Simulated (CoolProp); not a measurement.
The numbers come from the reference Helmholtz-energy equation of state, Tillner-Roth 1997 in CoolProp.

Problem. Give the vapour pressure (kPa), vapour Z, liquid viscosity (µPa s), liquid conductivity (mW/(m K)) of saturated CH2F2 (R32) at 6.15, 51.85 °C.

Solution. 
| T (°C) | p (kPa) | vapour Z | liquid viscosity (µPa s) | liquid conductivity (mW/(m K)) |
|---|---|---|---|---|
| 6.15 | 986 | 0.823 | 141 | 150 |
| 51.85 | 3280 | 0.605 | 78.1 | 111 |

Viscosity comes from a separate model (Bell 2016), an estimate that may be off by 10 % or more. Thermal conductivity comes from a separate model (Huber 2003), an estimate that may be off by 10 % or more.
